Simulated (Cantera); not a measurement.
## Iron carbonyl, mercury and lead vapours: HgO + H₂

Feed: 1 mol HgO, 1.4 mol H₂, equilibrated at 852 °C and 0.100 bar.

Cantera equilibrium calculation (NASA polynomials, part measured and part estimated; ideal gas, pure solids and liquids). Candidate condensed phases: H₂O, Hg, HgO; 10 gas species. Rates play no part.

```json
{
 "x(H₂O)": "0.417",
 "x(Hg)": "0.417",
 "x(H₂)": "0.167",
 "gas_amount": "2.400 mol",
 "log10 activity of Hg(l) (absent)": "-3.49"
}
```
